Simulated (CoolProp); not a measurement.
Properties of hydrogen sulfide along the isotherm 414.7 K (Tc = 373.1 K, pc = 8.999 MPa, ω = 0.101).

Values from CoolProp's reference Helmholtz-energy equation of state, Lemmon 2006. It is a short technical equation, of lower accuracy than the large ones.

| p (MPa) | phase | Z | Joule-Thomson coefficient (K/MPa) |
|---|---|---|---|
| 1.35 | gas | 0.9637 | 8.341 |
| 2.7 | gas | 0.9255 | 8.392 |
| 4.05 | gas | 0.8851 | 8.416 |
| 5.4 | gas | 0.8422 | 8.403 |
| 6.75 | gas | 0.7962 | 8.334 |
| 8.1 | gas | 0.7467 | 8.182 |
| 9.45 | supercritical | 0.6932 | 7.910 |
| 10.8 | supercritical | 0.6355 | 7.464 |
| 12.1 | supercritical | 0.5765 | 6.814 |
| 13.5 | supercritical | 0.5134 | 5.846 |
